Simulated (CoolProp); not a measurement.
Computed with CoolProp (reference Helmholtz-energy equation of state, Thol 2021).

### Question
For chlorine, give the phase and the density (kg/m³), cv (kJ/(kg K)), speed of sound (m/s), Joule-Thomson coefficient (K/MPa) at 152.45 °C and 5000 kPa.

### Answer
- 152.45 °C and 5000 kPa: gas; density 131, cv 0.473, speed of sound 221, Joule-Thomson coefficient 12.7
